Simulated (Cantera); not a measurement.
A freely propagating, adiabatic, planar premixed flame of 47.5 % H2, 12.5 % O2, 40.0 % N2, unburnt at 625 K and 1.50 bar; multicomponent transport, grid criteria slope 0.08 and curve 0.16, no radiation.

Model: the H2/O2 subset of GRI-Mech 3.0, which has no nitrogen chemistry, integrated in Cantera. Burning velocities carry a grid error of a few per cent, more on coarse grids.

Problem. Predict: laminar burning velocity; thermal thickness; peak x(OH); peak x(H2O2); peak x(HO2).

Solution. 
- laminar burning velocity = 1090 cm/s
- thermal thickness = 0.267 mm
- peak x(OH) = 0.00814
- peak x(H2O2) = 1.15e-5
- peak x(HO2) = 0.000359
